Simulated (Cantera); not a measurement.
A freely propagating, adiabatic, planar premixed flame of 6.44 % CH₄, 0.361 % H₂, 16.1 % O₂, 60.6 % N₂, 16.1 % H₂O, 0.399 % CO₂, unburnt at 500 K and 3150 Torr; mixture-averaged transport, grid criteria slope 0.08 and curve 0.16, no radiation.

Computed with Cantera and GRI-Mech 3.0 (53 species, 325 reactions). Burning velocities carry a grid error of a few per cent, more on coarse grids.

Q: Predict: laminar burning velocity; thermal thickness; peak x(CH₂); peak x(HCN).

A: 
| Property | Value |
|---|---|
| laminar burning velocity | 15.3 cm/s |
| thermal thickness | 0.347 mm |
| peak x(CH₂) | 5.31e-6 |
| peak x(HCN) | 2.00e-7 |
